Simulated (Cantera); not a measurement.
An isothermal, constant-pressure homogeneous reactor starts with H2 : O2 : N2 = 1.8 : 1 : 1.6 (molar parts), equivalence ratio 0.90, at 950 K and 16000 Pa.

Model: GRI-Mech 3.0 (53 species, 325 reactions), integrated in Cantera. The temperature is held fixed by assumption; the heat of reaction is taken as removed at once.

One state of this run: x H2 = 7.21e-6; x O2 = 0.0286; x NO = 4.05e-8; x N2O = 8.00e-9; x NO2 = 6.64e-7; x OH = 3.42e-8. x: mole fraction; the columns are a selection and need not sum to one.

**Question.** Which value of t (s) does it belong to?
A. 0.722
B. 12.0
C. 30.7
D. 0.0434

**Answer.** C, 30.7
